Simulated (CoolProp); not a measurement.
Properties of fluorine at several states.

The numbers come from the reference Helmholtz-energy equation of state, de Reuck 1990 in CoolProp.

```tsv
T (°C)	p (bar)	phase	density (kg/m³)	cp (kJ/(kg K))	isothermal compressibility (1/MPa)
-21.85	57.2	supercritical	109.6	0.9030	0.1826
-110.65	0.113	gas	0.3179	0.7720	88.54
-30.55	0.104	gas	0.1959	0.7982	96.16
-161.75	8.65	gas	41.10	1.016	1.366
```
